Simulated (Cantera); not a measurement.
Charge: 1 mol B2H6, 0.21 mol H2O, 3.2 mol N2, equilibrated at 30.0 Pa.

Method: chemical equilibrium by Gibbs-energy minimisation in Cantera with the NASA 1993 tables (ideal gas, pure condensed phases). Candidate condensed phases: B, BN, B2O3, B3O3H3, H2O; 39 gas species. The feed counts by its element totals alone. N2 is the only nitrogen source here; it is nearly inert below about 1500 K, so the nitride shown seldom forms there in practice. Mutual solubility and eutectic melting of coexisting phases are not modelled. Kinetics and transport are ignored.

Problem. Which condensed phases are stable at each of these points (T (K)): 1198, 1248, 1298, 1348, 1398, 1448, 1498, 1548, 1598, 1648, 1698?

Solution. 
```json
[
 {"T (K)": "1198", "condensed phases": "BN(s) + B2O3(l)", "B condensed (%)": "99.8"},
 {"T (K)": "1248", "condensed phases": "BN(s) + B2O3(l)", "B condensed (%)": "99.4"},
 {"T (K)": "1298", "condensed phases": "BN(s) + B2O3(l)", "B condensed (%)": "98.7"},
 {"T (K)": "1348", "condensed phases": "BN(s) + B2O3(l)", "B condensed (%)": "96.8"},
 {"T (K)": "1398", "condensed phases": "BN(s)", "B condensed (%)": "93.1"},
 {"T (K)": "1448", "condensed phases": "BN(s)", "B condensed (%)": "92.6"},
 {"T (K)": "1498", "condensed phases": "BN(s)", "B condensed (%)": "91.9"},
 {"T (K)": "1548", "condensed phases": "BN(s)", "B condensed (%)": "91.1"},
 {"T (K)": "1598", "condensed phases": "BN(s)", "B condensed (%)": "90.4"},
 {"T (K)": "1648", "condensed phases": "BN(s)", "B condensed (%)": "89.9"},
 {"T (K)": "1698", "condensed phases": "BN(s)", "B condensed (%)": "89.7"}
]
```

From 1198 K to 1348 K the condensed part is BN(s) + B2O3(l). From 1398 K to 1698 K the condensed part is BN(s).
